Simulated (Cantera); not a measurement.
A freely propagating, adiabatic, planar premixed flame of 5.37 % C3H8, 17.9 % O2, 67.1 % N2, 9.66 % H2O, equivalence ratio 1.5, unburnt at 350 K and 2780 Torr; mixture-averaged transport, grid criteria slope 0.08 and curve 0.16, no radiation.

Cantera simulation using GRI-Mech 3.0 (53 species, 325 reactions); the numbers are that mechanism's predictions, not measurements. GRI-Mech 3.0 was tuned for natural gas; its chemistry of propane as a main component is partial and can be far from experiment. Burning velocities carry a grid error of a few per cent, more on coarse grids.

**Question.** Predict: laminar burning velocity; thermal thickness; peak x(H2O2).

**Answer.** 
```json
{
  "laminar_burning_velocity": "9.67 cm/s",
  "thermal_thickness": "0.401 mm",
  "peak x(H2O2)": "3.45e-5"
}
```
